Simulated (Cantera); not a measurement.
Dilute partial oxidation

An isothermal, constant-pressure homogeneous reactor starts with CH4 : O2 : N2 = 0.0069 : 0.017 : 1 (molar parts), at 1125 K and 760 Torr.

Detailed kinetics in Cantera: GRI-Mech 3.0 (53 species, 325 reactions).

```json
[
 {"t (s)": "0.000800", "x CH4": "0.00674", "x O2": "0.0166", "x N2O": "<1e-12", "x H": "1.20e-12", "x CO": "<1e-12"},
 {"t (s)": "0.00140", "x CH4": "0.00674", "x O2": "0.0166", "x N2O": "<1e-12", "x H": "1.51e-12", "x CO": "<1e-12"},
 {"t (s)": "0.00245", "x CH4": "0.00674", "x O2": "0.0166", "x N2O": "<1e-12", "x H": "2.09e-12", "x CO": "<1e-12"},
 {"t (s)": "0.00428", "x CH4": "0.00674", "x O2": "0.0166", "x N2O": "<1e-12", "x H": "3.16e-12", "x CO": "<1e-12"},
 {"t (s)": "0.00748", "x CH4": "0.00674", "x O2": "0.0166", "x N2O": "<1e-12", "x H": "5.25e-12", "x CO": "1.94e-12"},
 {"t (s)": "0.0131", "x CH4": "0.00674", "x O2": "0.0166", "x N2O": "<1e-12", "x H": "9.67e-12", "x CO": "1.24e-11"},
 {"t (s)": "0.0229", "x CH4": "0.00674", "x O2": "0.0166", "x N2O": "<1e-12", "x H": "1.95e-11", "x CO": "8.86e-11"},
 {"t (s)": "0.0400", "x CH4": "0.00674", "x O2": "0.0166", "x N2O": "1.79e-12", "x H": "3.80e-11", "x CO": "7.15e-10"},
 {"t (s)": "0.0699", "x CH4": "0.00674", "x O2": "0.0166", "x N2O": "3.68e-12", "x H": "5.81e-11", "x CO": "5.64e-9"},
 {"t (s)": "0.122", "x CH4": "0.00674", "x O2": "0.0166", "x N2O": "7.27e-12", "x H": "7.77e-11", "x CO": "3.38e-8"},
 {"t (s)": "0.214", "x CH4": "0.00673", "x O2": "0.0166", "x N2O": "1.55e-11", "x H": "1.12e-10", "x CO": "1.60e-7"},
 {"t (s)": "0.374", "x CH4": "0.00673", "x O2": "0.0166", "x N2O": "3.64e-11", "x H": "1.90e-10", "x CO": "6.95e-7"},
 {"t (s)": "0.654", "x CH4": "0.00671", "x O2": "0.0166", "x N2O": "9.68e-11", "x H": "4.03e-10", "x CO": "3.16e-6"},
 {"t (s)": "1.14", "x CH4": "0.00665", "x O2": "0.0165", "x N2O": "3.01e-10", "x H": "1.19e-9", "x CO": "1.70e-5"},
 {"t (s)": "2.00", "x CH4": "0.00629", "x O2": "0.0163", "x N2O": "1.29e-9", "x H": "8.22e-9", "x CO": "0.000145"}
]
```
x: mole fraction; the columns are a selection and need not sum to one.

Equilibrium at this temperature and pressure: CH4 <1e-12, O2 0.00312, N2O 1.20e-9, H 1.07e-12, CO 3.20e-10 (gas phase only).
